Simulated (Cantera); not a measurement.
Input: 1 mol B, 23 mol N₂, 0.11 mol H₂, 3.4 mol H₂O, equilibrated at 15.8 Torr.

Method: chemical equilibrium by Gibbs-energy minimisation in Cantera with the NASA 1993 tables (ideal gas, pure condensed phases). Candidate condensed phases: B, BN, B₂O₃, B₃O₃H₃, H₂O; 39 gas species. Gases not in the tables: H₃BO₃. The numbers say what is thermodynamically allowed, not how fast it happens.

Task: At 1525 K, list the 7 most abundant gas species with their mole fractions, and the condensed phases.

Result: N₂ 0.852, H₂ 0.0596, H₂O 0.0528, HBO₂ 0.0351, B₂O₃ 0.000923, H 3.98e-5, HBO 2.52e-5. Condensed: gas only.
